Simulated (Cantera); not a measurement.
## Ammonia decomposition in nitride growth gas

An isothermal, constant-pressure homogeneous reactor starts with 71.9 % NH3, 28.1 % N2, at 2200 K and 1.00 atm.

Cantera simulation using the gas-phase N/H chemistry of the illustrative SiF4/NH3 mechanism in the Surface Chemkin manual (1991); the numbers are that mechanism's predictions, not measurements. Walls and surfaces, which speed up NH3 decomposition in real reactors, are not modelled.

| t (s) | x NH3 | x N | x NH | x N2H2 | x NH2 |
|---|---|---|---|---|---|
| 4.00e-6 | 0.719 | 1.05e-9 | 7.64e-7 | 1.51e-7 | 0.000441 |
| 1.35e-5 | 0.717 | 2.23e-8 | 8.45e-6 | 2.31e-6 | 0.00142 |
| 4.56e-5 | 0.712 | 1.34e-7 | 2.67e-5 | 1.21e-5 | 0.00297 |
| 0.000154 | 0.692 | 4.85e-7 | 3.39e-5 | 1.33e-5 | 0.00296 |
| 0.000520 | 0.629 | 1.38e-6 | 4.13e-5 | 1.13e-5 | 0.00252 |
| 0.00175 | 0.468 | 2.57e-6 | 4.52e-5 | 7.19e-6 | 0.00188 |
| 0.00592 | 0.204 | 3.34e-6 | 3.78e-5 | 2.47e-6 | 0.00103 |
| 0.0200 | 0.0222 | 3.41e-6 | 1.79e-5 | 1.95e-7 | 0.000224 |
| 0.0675 | 0.000379 | 6.14e-7 | 1.46e-6 | 5.00e-10 | 8.29e-6 |
| 0.228 | 6.32e-5 | 1.05e-7 | 2.48e-7 | 1.63e-11 | 1.39e-6 |
| 0.770 | 1.69e-5 | 2.81e-8 | 6.64e-8 | 3.15e-12 | 3.73e-7 |
| 2.60 | 6.09e-6 | 1.01e-8 | 2.39e-8 | 2.27e-12 | 1.34e-7 |
| 8.77 | 4.54e-6 | 7.53e-9 | 1.78e-8 | 2.21e-12 | 1.00e-7 |
| 29.6 | 4.52e-6 | 7.51e-9 | 1.78e-8 | 2.21e-12 | 9.98e-8 |
| 100 | 4.52e-6 | 7.51e-9 | 1.78e-8 | 2.21e-12 | 9.98e-8 |
x: mole fraction; the columns are a selection and need not sum to one.

Equilibrium at this temperature and pressure: NH3 4.52e-6, N 7.51e-9, NH 1.78e-8, N2H2 2.21e-12, NH2 9.98e-8 (gas phase only).
